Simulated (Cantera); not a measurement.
An adiabatic, constant-volume homogeneous reactor starts with CH₄ : C₂H₆ : O₂ : N₂ = 1 : 0.086 : 1.92 : 7.21 (molar parts), equivalence ratio 1.2, at 1175 K and 0.207 atm. Integrator tolerance rtol = 1e-08.

Detailed kinetics in Cantera: GRI-Mech 3.0 (53 species, 325 reactions).

Task: What does this change do: pressure from 0.207 atm to 1.00 atm?

Result: 
```
quantity                                                            before                                    after
---------------------------------  ---------------------------------------  ---------------------------------------
time of steepest temperature rise                                  28.4 ms                                  9.44 ms
temperature at 0.300 s                                              2725 K                                   2853 K
equilibrium temperature                                             2725 K                                   2853 K
x(CH₄) at 0.300 s                    <1e-12 (gas-phase equilibrium <1e-12)    <1e-12 (gas-phase equilibrium <1e-12)
x(C₂H₆) at 0.300 s                   <1e-12 (gas-phase equilibrium <1e-12)    <1e-12 (gas-phase equilibrium <1e-12)
x(O₂) at 0.300 s                   0.00929 (gas-phase equilibrium 0.00929)  0.00670 (gas-phase equilibrium 0.00670)
x(N₂O) at 0.300 s                  2.33e-7 (gas-phase equilibrium 2.33e-7)  5.38e-7 (gas-phase equilibrium 5.38e-7)
x(NO₂) at 0.300 s                  6.92e-7 (gas-phase equilibrium 6.92e-7)  1.21e-6 (gas-phase equilibrium 1.21e-6)
x(OH) at 0.300 s                     0.0183 (gas-phase equilibrium 0.0183)    0.0160 (gas-phase equilibrium 0.0160)
x(O) at 0.300 s                    0.00535 (gas-phase equilibrium 0.00535)  0.00338 (gas-phase equilibrium 0.00338)
```

Task: What does this change do: constant pressure in place of constant volume?

Result: 
| quantity | before | after |
|---|---|---|
| time of steepest temperature rise | 28.4 ms | 29.9 ms |
| temperature at 0.300 s | 2725 K | 2540 K |
| equilibrium temperature | 2725 K | 2540 K |
| x(CH₄) at 0.300 s | <1e-12 (gas-phase equilibrium <1e-12) | <1e-12 (gas-phase equilibrium <1e-12) |
| x(C₂H₆) at 0.300 s | <1e-12 (gas-phase equilibrium <1e-12) | <1e-12 (gas-phase equilibrium <1e-12) |
| x(O₂) at 0.300 s | 0.00929 (gas-phase equilibrium 0.00929) | 0.00660 (gas-phase equilibrium 0.00660) |
| x(N₂O) at 0.300 s | 2.33e-7 (gas-phase equilibrium 2.33e-7) | 9.33e-8 (gas-phase equilibrium 9.33e-8) |
| x(NO₂) at 0.300 s | 6.92e-7 (gas-phase equilibrium 6.92e-7) | 2.77e-7 (gas-phase equilibrium 2.77e-7) |
| x(OH) at 0.300 s | 0.0183 (gas-phase equilibrium 0.0183) | 0.0130 (gas-phase equilibrium 0.0130) |
| x(O) at 0.300 s | 0.00535 (gas-phase equilibrium 0.00535) | 0.00313 (gas-phase equilibrium 0.00313) |
